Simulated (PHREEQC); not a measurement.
**Leach liquor: an equilibrium model**

Make-up at 25 °C: 2.1 mmol/kgw HCl and 64 mmol/kgw MnSO4. Closed to the air; pH follows from the charge balance.

Equilibrium calculation in PHREEQC: Pitzer model, pitzer.dat.

No solid was allowed to form.

Question: What pH does the model give?

Answer: pH 3.17.

Question: In which forms is S present?

Answer: SO4-2 98 %, HSO4- 1.8 % of the S.

Complexes and solids missing from the database can't appear.
